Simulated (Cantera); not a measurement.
A Cantera script and what it prints.

```python
import numpy as np
import cantera as ct

gas_names = [...]  # 118 gases of nasa_gas.yaml made of C, Cl, F, H
cond_names = """
    C(gr) C6H6(L) C7H8(L) C8H18(L),n-octa
""".split()


# ... load() reads the species with a 1 bar reference pressure and builds the phases ...
atoms = {
    'CH2F2': {'C': 1, 'H': 2, 'F': 2},
    'HCl': {'H': 1, 'CL': 1},
    'H2': {'H': 2},
}
top_T = {'C(gr)': 4500}  # K; cautious upper limits of use, not melting points


# ... equilibrate(T, P, feed) seeds the gas with the atoms and calls Mixture.equilibrate('TP', solver="vcs", rtol=1e-11, max_steps=5000) ...
results = []
T = 1475  # K
P = 9.7  # Pa
for m in [0.093, 0.13, 0.19, 0.27, 0.39, 0.56, 0.8, 1.1, 1.6, 2.3]:
    feed = {'CH2F2': 1, 'HCl': m, 'H2': 0.65}  # mol
    mix = equilibrate(T, P, feed)
    results.append((T, P, feed, dict(zip(mix.species_names, mix.species_moles))))

top = {s: max(r[3][s] / sum(r[3][g] for g in gas_names) for r in results) for s in gas_names}
cols = sorted((s for s in top if top[s] > 1e-05), key=lambda s: -top[s])[:7]
seen = [c for c in cond_names if any(r[3].get(c, 0) > 1e-12 for r in results)]
print("log10 of partial pressures in bar; condensed amounts in mol")
print(f"{'n(HCl)':>10s}" + "".join(f"{s[:9]:>10s}" for s in cols + seen))
for T, P, feed, n in results:
    ng = sum(n[g] for g in gas_names)
    print(f"{feed['HCl']:10.4g}" + "".join(f"{np.log10(max(n[s] / ng * P / 1e5, 1e-99)):10.3f}" for s in cols)
          + "".join(f"{n.get(c, 0):10.4g}" for c in seen))
```

Output:

```
log10 of partial pressures in bar; condensed amounts in mol
    n(HCl)        HF       HCL        H2        CL         H     C(gr)
     0.093    -4.151    -5.484    -4.639    -8.143    -7.207         1
      0.13    -4.156    -5.344    -4.645    -8.000    -7.210         1
      0.19    -4.166    -5.189    -4.654    -7.840    -7.214         1
      0.27    -4.178    -5.048    -4.666    -7.694    -7.220         1
      0.39    -4.195    -4.906    -4.684    -7.543    -7.229         1
      0.56    -4.219    -4.773    -4.707    -7.398    -7.241         1
       0.8    -4.250    -4.649    -4.738    -7.259    -7.256         1
       1.1    -4.287    -4.547    -4.774    -7.139    -7.274         1
       1.6    -4.341    -4.439    -4.828    -7.003    -7.301         1
       2.3    -4.407    -4.348    -4.894    -6.879    -7.334         1
```

These are equilibrium values from Cantera (NASA tables, ideal gas, pure condensed phases), not measurements of a reactor.
